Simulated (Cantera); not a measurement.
Feed: 1 mol MgCl2, 0.22 mol O2, 2.5 mol N2, equilibrated at 2050 K and 0.133 bar.

Equilibrium computed with Cantera from the NASA thermochemical tables; the gas is ideal and each condensed phase is pure. Candidate condensed phases: Mg, MgCl2, MgO; 18 gas species. Equilibrium is a limit: real reactors are often held back by kinetics, nucleation or transport.

Base state: N2 0.656, MgCl2 0.220, Cl 0.0847, O2 0.0342, NO 0.00323, Cl2 0.00121, O 0.000493, ClO 8.32e-5 (mole fractions); condensed: MgO(s).

### Question
What changes in the equilibrium state with this change: O2 from 0.22 to 0.37 mol?

### Answer
```json
[
 {"species": "N2", "before": "0.656", "after": "0.629"},
 {"species": "MgCl2", "before": "0.220", "after": "0.203"},
 {"species": "Cl", "before": "0.0847", "after": "0.0959"},
 {"species": "O2", "before": "0.0342", "after": "0.0660"},
 {"species": "ClO", "before": "8.32e-5", "after": "0.000131"},
 {"species": "O", "before": "0.000493", "after": "0.000684"},
 {"species": "NO", "before": "0.00323", "after": "0.00438"},
 {"species": "MgO(s), mol", "before": "0.166", "after": "0.196"}
]
```
